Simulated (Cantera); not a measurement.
Input (Python, Cantera) and output of one run.

```python
import numpy as np
import cantera as ct

gas_names = """
    AL ALH ALN ALO ALOH ALO2 ALO2H AL2 AL2O AL2O2 H HALO HNO HNO2 HNO3 HO2 H2 H2O H2O2 N NH NH2 NH3
    NH2OH NO NO2 NO3 N2 N2H2 N2H4 N2O O OH O2 O3
""".split()
cond_names = """
    AL(cr) AL(L) ALN(s) AL2O3(a) AL2O3(L) H2O(s) H2O(L)
""".split()


# ... load() reads the species with a 1 bar reference pressure and builds the phases ...
atoms = {
    'Al2O3': {'AL': 2, 'O': 3},
    'H2': {'H': 2},
    'N2': {'N': 2},
}
top_T = {'ALN(s)': 2750}  # K; cautious upper limits of use, not melting points


# ... equilibrate(T, P, feed) seeds the gas with the atoms and calls Mixture.equilibrate('TP', solver="vcs", rtol=1e-11, max_steps=5000) ...
results = []
feed = {'Al2O3': 1, 'H2': 1, 'N2': 3.2}  # mol
T = 1273.15  # K
P = 180000  # Pa
mix = equilibrate(T, P, feed)
results.append((T, P, feed, dict(zip(mix.species_names, mix.species_moles))))
print(gas.report(threshold=0.001))
for i in range(1, mix.n_phases):
    print(f"{mix.phase(i).name:16s} {mix.phase_moles(i):12.5e} mol")
```

Result:

```
       temperature   1273.2 K
          pressure   1.8e+05 Pa
           density   0.37111 kg/m^3
  mean mol. weight   21.825 kg/kmol
   phase of matter   gas

                          1 kg             1 kmol
                     ---------------   ---------------
          enthalpy        1.3847e+06         3.022e+07  J
   internal energy        8.9965e+05        1.9634e+07  J
           entropy             10127        2.2101e+05  J/K
    Gibbs function       -1.1508e+07       -2.5116e+08  J
 heat capacity c_p            1527.8             33343  J/K
 heat capacity c_v            1146.8             25028  J/K

                      mass frac. Y      mole frac. X     chem. pot. / RT
                     ---------------   ---------------   ---------------
                H2           0.02199           0.23806           -18.986
                N2           0.97799           0.76191           -25.207
     [  +33 minor]        2.1127e-05         2.722e-05

AL(L)             0.00000e+00 mol
ALN(s)            4.75837e-06 mol
AL2O3(a)          9.99998e-01 mol
```

These are equilibrium values from Cantera (NASA tables, ideal gas, pure condensed phases), not measurements of a reactor.
